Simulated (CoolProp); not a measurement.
Saturation properties of C2F6 (R116) (Tc = 293.0 K, pc = 30.48 bar, ω = 0.257).

The numbers come from the reference Helmholtz-energy equation of state, Lemmon 2006 in CoolProp. It is a short technical equation, of lower accuracy than the large ones.

```json
[
 {"T (K)": "206.8", "p (bar)": "1.828", "liquid density (kg/m³)": "1552", "vapour Z": "0.9316", "surface tension (mN/m)": "9.46", "vapour viscosity (µPa s)": "9.64", "liquid conductivity (mW/(m K))": "71.4"},
 {"T (K)": "211", "p (bar)": "2.217", "liquid density (kg/m³)": "1532", "vapour Z": "0.9217", "surface tension (mN/m)": "8.91", "vapour viscosity (µPa s)": "9.83", "liquid conductivity (mW/(m K))": "69.8"},
 {"T (K)": "215.2", "p (bar)": "2.667", "liquid density (kg/m³)": "1512", "vapour Z": "0.9108", "surface tension (mN/m)": "8.35", "vapour viscosity (µPa s)": "10.0", "liquid conductivity (mW/(m K))": "68.1"},
 {"T (K)": "219.5", "p (bar)": "3.195", "liquid density (kg/m³)": "1490", "vapour Z": "0.8988", "surface tension (mN/m)": "7.79", "vapour viscosity (µPa s)": "10.2", "liquid conductivity (mW/(m K))": "66.4"},
 {"T (K)": "223.7", "p (bar)": "3.784", "liquid density (kg/m³)": "1469", "vapour Z": "0.8860", "surface tension (mN/m)": "7.25", "vapour viscosity (µPa s)": "10.4", "liquid conductivity (mW/(m K))": "64.8"},
 {"T (K)": "227.9", "p (bar)": "4.450", "liquid density (kg/m³)": "1447", "vapour Z": "0.8722", "surface tension (mN/m)": "6.72", "vapour viscosity (µPa s)": "10.6", "liquid conductivity (mW/(m K))": "63.1"},
 {"T (K)": "232.1", "p (bar)": "5.201", "liquid density (kg/m³)": "1424", "vapour Z": "0.8574", "surface tension (mN/m)": "6.19", "vapour viscosity (µPa s)": "10.8", "liquid conductivity (mW/(m K))": "61.4"},
 {"T (K)": "236.3", "p (bar)": "6.043", "liquid density (kg/m³)": "1401", "vapour Z": "0.8414", "surface tension (mN/m)": "5.67", "vapour viscosity (µPa s)": "11.0", "liquid conductivity (mW/(m K))": "59.8"},
 {"T (K)": "240.5", "p (bar)": "6.982", "liquid density (kg/m³)": "1376", "vapour Z": "0.8242", "surface tension (mN/m)": "5.16", "vapour viscosity (µPa s)": "11.2", "liquid conductivity (mW/(m K))": "58.1"},
 {"T (K)": "244.8", "p (bar)": "8.052", "liquid density (kg/m³)": "1350", "vapour Z": "0.8052", "surface tension (mN/m)": "4.64", "vapour viscosity (µPa s)": "11.5", "liquid conductivity (mW/(m K))": "56.4"},
 {"T (K)": "249", "p (bar)": "9.209", "liquid density (kg/m³)": "1323", "vapour Z": "0.7852", "surface tension (mN/m)": "4.15", "vapour viscosity (µPa s)": "11.7", "liquid conductivity (mW/(m K))": "54.7"},
 {"T (K)": "253.2", "p (bar)": "10.49", "liquid density (kg/m³)": "1296", "vapour Z": "0.7637", "surface tension (mN/m)": "3.66", "vapour viscosity (µPa s)": "12.0", "liquid conductivity (mW/(m K))": "53.0"},
 {"T (K)": "257.4", "p (bar)": "11.89", "liquid density (kg/m³)": "1266", "vapour Z": "0.7405", "surface tension (mN/m)": "3.19", "vapour viscosity (µPa s)": "12.3", "liquid conductivity (mW/(m K))": "51.2"},
 {"T (K)": "261.6", "p (bar)": "13.43", "liquid density (kg/m³)": "1235", "vapour Z": "0.7153", "surface tension (mN/m)": "2.73", "vapour viscosity (µPa s)": "12.7", "liquid conductivity (mW/(m K))": "49.4"},
 {"T (K)": "265.9", "p (bar)": "15.16", "liquid density (kg/m³)": "1200", "vapour Z": "0.6871", "surface tension (mN/m)": "2.27", "vapour viscosity (µPa s)": "13.2", "liquid conductivity (mW/(m K))": "47.6"}
]
```

It boils at 195.1 K under 1 atm.

Viscosity comes from a separate model (Huber 2003), an estimate that may be off by 10 % or more. Thermal conductivity comes from a separate model (Huber 2003), an estimate that may be off by 10 % or more. Surface tension comes from a separate correlation (Mulero 2012).
